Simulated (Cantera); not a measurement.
An isothermal, constant-pressure homogeneous reactor starts with 45.5 % NO, 54.5 % N2, at 1825 K and 1.00 bar.

Model: GRI-Mech 3.0 (53 species, 325 reactions), integrated in Cantera.

x: mole fraction; the columns are a selection and need not sum to one.

```csv
t (s),x NO,x N2O,x O,x O2,x NO2,x N2
2.00e-6,0.455,…,1.13e-7,3.14e-11,6.07e-9,0.545
5.79e-6,0.455,…,2.98e-7,2.48e-10,4.75e-8,0.545
1.68e-5,0.455,…,6.73e-7,1.78e-9,3.32e-7,0.545
4.85e-5,0.455,…,1.13e-6,1.09e-8,1.80e-6,0.545
0.000140,0.455,…,1.60e-6,6.19e-8,7.11e-6,0.545
0.000406,0.454,…,2.83e-6,4.87e-7,2.38e-5,0.545
0.00118,0.454,…,6.29e-6,6.60e-6,7.43e-5,0.546
0.00340,0.454,…,1.14e-5,8.58e-5,0.000155,0.546
0.00985,0.453,8.81e-5,1.28e-5,0.000472,0.000178,0.546
0.0285,0.451,8.72e-5,1.39e-5,0.00163,0.000193,0.547
0.0825,0.444,8.44e-5,1.65e-5,0.00493,0.000229,0.551
0.239,0.426,…,2.21e-5,0.0141,0.000302,0.560
0.691,0.378,…,3.24e-5,0.0378,0.000399,0.584
2.00,0.279,…,4.69e-5,0.0872,0.000433,0.633
```

Problem. What belongs in the gaps?

Solution. 
- 2.00e-6, x N2O: 1.19e-7
- 5.79e-6, x N2O: 3.45e-7
- 1.68e-5, x N2O: 9.94e-7
- 4.85e-5, x N2O: 2.85e-6
- 0.000140, x N2O: 7.99e-6
- 0.000406, x N2O: 2.12e-5
- 0.00118, x N2O: 4.86e-5
- 0.00340, x N2O: 7.98e-5
- 0.239, x N2O: 7.70e-5
- 0.691, x N2O: 6.01e-5
- 2.00, x N2O: 3.23e-5
